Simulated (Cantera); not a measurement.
A perfectly stirred reactor is fed with 2.52 % CO, 2.33 % O2, 1.77 % H2O, 93.4 % N2, equivalence ratio 0.54, at 4.30 bar; it is held at 1450 K, and followed from long to short residence time.

Detailed kinetics in Cantera: GRI-Mech 3.0 (53 species, 325 reactions).

x: mole fraction; the columns are a selection and need not sum to one.

```json
[
 {"τ (s)": "7.5", "x CO": "1.63e-5", "x O2": "0.0109", "x H2O": "0.0180", "x O": "8.63e-7", "x CO2": "0.0255", "x N2O": "2.73e-7"},
 {"τ (s)": "3.4", "x CO": "2.83e-5", "x O2": "0.0109", "x H2O": "0.0180", "x O": "1.39e-6", "x CO2": "0.0255", "x N2O": "4.24e-7"},
 {"τ (s)": "1.6", "x CO": "[?]", "x O2": "0.0109", "x H2O": "0.0179", "x O": "[?]", "x CO2": "0.0255", "x N2O": "[?]"},
 {"τ (s)": "0.71", "x CO": "8.34e-5", "x O2": "0.0109", "x H2O": "0.0179", "x O": "3.67e-6", "x CO2": "0.0254", "x N2O": "9.59e-7"},
 {"τ (s)": "0.32", "x CO": "0.000144", "x O2": "0.0109", "x H2O": "0.0179", "x O": "6.11e-6", "x CO2": "0.0254", "x N2O": "1.34e-6"},
 {"τ (s)": "0.15", "x CO": "0.000242", "x O2": "0.0110", "x H2O": "0.0179", "x O": "9.99e-6", "x CO2": "0.0253", "x N2O": "1.69e-6"},
 {"τ (s)": "0.067", "x CO": "0.000419", "x O2": "0.0111", "x H2O": "0.0179", "x O": "1.70e-5", "x CO2": "0.0251", "x N2O": "1.93e-6"},
 {"τ (s)": "0.031", "x CO": "0.000704", "x O2": "0.0112", "x H2O": "0.0179", "x O": "2.82e-5", "x CO2": "0.0248", "x N2O": "1.96e-6"},
 {"τ (s)": "0.014", "x CO": "0.00119", "x O2": "0.0114", "x H2O": "0.0178", "x O": "4.77e-5", "x CO2": "0.0243", "x N2O": "1.84e-6"},
 {"τ (s)": "0.0063", "x CO": "0.00199", "x O2": "0.0118", "x H2O": "0.0178", "x O": "8.02e-5", "x CO2": "0.0235", "x N2O": "1.64e-6"},
 {"τ (s)": "0.0029", "x CO": "[?]", "x O2": "0.0124", "x H2O": "0.0177", "x O": "[?]", "x CO2": "0.0223", "x N2O": "[?]"}
]
```

Question: Complete the blanks.

Answer: 
- 1.6, x CO: 4.76e-5
- 1.6, x O: 2.20e-6
- 1.6, x N2O: 6.38e-7
- 0.0029, x CO: 0.00323
- 0.0029, x O: 0.000131
- 0.0029, x N2O: 1.44e-6
